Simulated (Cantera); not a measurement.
Feed: 1 mol CsCl, a varied amount of N₂, at 900 K and 120 Pa.

Equilibrium computed with Cantera from the NASA thermochemical tables; the gas is ideal and each condensed phase is pure. Candidate condensed phases: Cs, CsCl; 8 gas species. Rates play no part.

Q: What share of the Cs ends up in condensed phases as a function of n(N₂) (mol), at 0.17, 0.63, 2.3, 8.6, 32, 120, 440?

A: 
| n(N₂) (mol) | Cs condensed (%) | as |
|---|---|---|
| 0.17 | 97.7 | CsCl(s) |
| 0.63 | 91.5 | CsCl(s) |
| 2.3 | 68.8 | CsCl(s) |
| 8.6 | 0.0 | - |
| 32 | 0.0 | - |
| 120 | 0.0 | - |
| 440 | 0.0 | - |
